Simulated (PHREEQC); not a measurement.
1 kg of water holding 0.01 mol Na2SO4, 0.0045 mol K2SO4 and 0.033 mol NaCl is evaporated at 60 °C; the solids stay in contact with the brine. The system is closed to CO2. The run lets Arcanite, Glaserite, Halite, Mirabilite, Misenite, Sylvite, Thenardite precipitate or redissolve, and no other solid.

Equilibrium calculation in PHREEQC: Pitzer model, pitzer.dat.

| water left (kg) | ionic strength | water activity | Thenardite (mol) | K in solution (mol/kgw) |
|---|---|---|---|---|
| 1 | 0.0765 | 0.998 | 0 | 0.00900 |
| 0.6755 | 0.113 | 0.997 | 0 | 0.0133 |
| 0.5552 | 0.138 | 0.997 | 0 | 0.0162 |
| 0.375 | 0.204 | 0.995 | 0 | 0.0240 |
| 0.2533 | 0.302 | 0.993 | 0 | 0.0355 |
| 0.2082 | 0.367 | 0.992 | 0 | 0.0432 |
| 0.1407 | 0.544 | 0.988 | 0 | 0.0640 |
| 0.09502 | 0.805 | 0.983 | 0 | 0.0947 |
| 0.06418 | 1.19 | 0.975 | 0 | 0.140 |
| 0.05275 | 1.45 | 0.969 | 0 | 0.171 |
| 0.03564 | 2.15 | 0.954 | 0 | 0.253 |
| 0.02407 | 3.18 | 0.931 | 0 | 0.374 |
| 0.01979 | 3.87 | 0.916 | 0 | 0.455 |
| 0.01337 | 5.72 | 0.871 | 0 | 0.673 |
| 0.00903 | 7.93 | 0.808 | 0.00162 | 0.997 |
| 0.007427 | 7.98 | 0.786 | 0.00574 | 1.21 |
| 0.005012 | 8.64 | 0.719 | 0.0111 | 1.80 |

Thenardite from water left = 0.00903 kg.

Complexes and solids missing from the database can't appear. At this temperature some constants are extrapolated from 25 °C, and those without enthalpy data are left unchanged.
